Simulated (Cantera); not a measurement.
Input: 1 mol SiCl4, 13 mol NH3, 0.15 mol H2, equilibrated at 1798.15 K and 10.0 mbar.

These are equilibrium values from Cantera (NASA tables, ideal gas, pure condensed phases), not measurements of a reactor. Candidate condensed phases: NH4Cl, Si, Si3N4; 28 gas species. The tables' values for SiCl, SiCl3 are old estimates; treat these amounts as uncertain. Gases not in the tables: Si2H6 and higher silanes. Kinetics and transport are ignored.

Base state: H2 0.655, N2 0.230, HCl 0.0801, SiCl2 0.0304, H 0.00285, Si 0.000309, SiCl 0.000268, Cl 0.000267 (mole fractions); condensed: Si(l).

Q: What changes in the equilibrium state with this change: temperature from 1798.15 K to 2173 K?

A: 
```
species       before     after
----------  --------  --------
H2             0.655     0.604
N2             0.230     0.222
HCl           0.0801    0.0977
H            0.00285    0.0375
Si          0.000309    0.0145
SiCl2         0.0304    0.0160
Si2          1.86e-6  0.000113
Si3          4.43e-7   1.14e-5
Si(l), mol     0.121         0
```
The tables' values for SiCl, SiN, SiCl3 are old estimates; treat these amounts as uncertain.
